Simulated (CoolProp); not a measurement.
n-hexane along the isobar 4.15 MPa: Z from the reference equation and from simpler models built on Tc = 507.8 K, pc = 3.044 MPa, ω = 0.300; each cubic takes its own stable root.

The numbers come from the reference Helmholtz-energy equation of state, Thol 2019 in CoolProp.

```tsv
T (K)	phase	reference
357.6	liquid	0.1989
373.7	liquid	0.1955
389.9	liquid	0.1929
406	liquid	0.1911
422.2	liquid	0.1903
438.3	liquid	0.1905
454.5	liquid	0.1922
470.6	liquid	0.1958
486.8	liquid	0.2027
502.9	liquid	0.2159
519.1	supercritical	0.2494
535.2	supercritical	0.3878
551.4	supercritical	0.5255
567.5	supercritical	0.6078
583.6	supercritical	0.6661
```

Problem. How far does each simpler model (van der Waals, Redlich-Kwong, Soave-Redlich-Kwong, Peng-Robinson) lie from the reference over these 15 states: mean and median of the absolute difference, and the worst?

Solution. 
- van der Waals: mean 44.4 %, median 57.3 %, worst +63.9 % at 357.6 K and 4.15 MPa
- Redlich-Kwong: mean 14.6 %, median 16.4 %, worst +22.6 % at 502.9 K and 4.15 MPa
- Soave-Redlich-Kwong: mean 12.7 %, median 12.1 %, worst +24.5 % at 519.1 K and 4.15 MPa
- Peng-Robinson: mean 3.3 %, median 1.9 %, worst +13.9 % at 519.1 K and 4.15 MPa
